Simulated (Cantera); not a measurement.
Charge: 1 mol SiH2Cl2, 1 mol NH3, 3.2 mol H2, equilibrated at 1898.15 K.

These are equilibrium values from Cantera (NASA tables, ideal gas, pure condensed phases), not measurements of a reactor. Candidate condensed phases: NH4Cl, Si, Si3N4; 28 gas species. Mutual solubility and eutectic melting of coexisting phases are not modelled. Gases not in the tables: Si2H6 and higher silanes. Rates play no part.

Which condensed phases are stable at each of these points (P (Pa)): 5, 36, 260, 1900, 14000, 100000?


```json
[
 {"P (Pa)": "5", "condensed phases": "gas only", "Si condensed (%)": "0.0"},
 {"P (Pa)": "36", "condensed phases": "Si(l)", "Si condensed (%)": "20.5"},
 {"P (Pa)": "260", "condensed phases": "Si(l)", "Si condensed (%)": "45.0"},
 {"P (Pa)": "1900", "condensed phases": "Si(l)", "Si condensed (%)": "48.5"},
 {"P (Pa)": "14000", "condensed phases": "Si(l)", "Si condensed (%)": "49.1"},
 {"P (Pa)": "100000", "condensed phases": "Si(l) + Si3N4(s)", "Si condensed (%)": "49.3"}
]
```

At 5.00 Pa nothing is condensed. From 36.0 Pa to 0.140 bar the condensed part is Si(l). At 1.00 bar the condensed part is Si(l) + Si3N4(s).
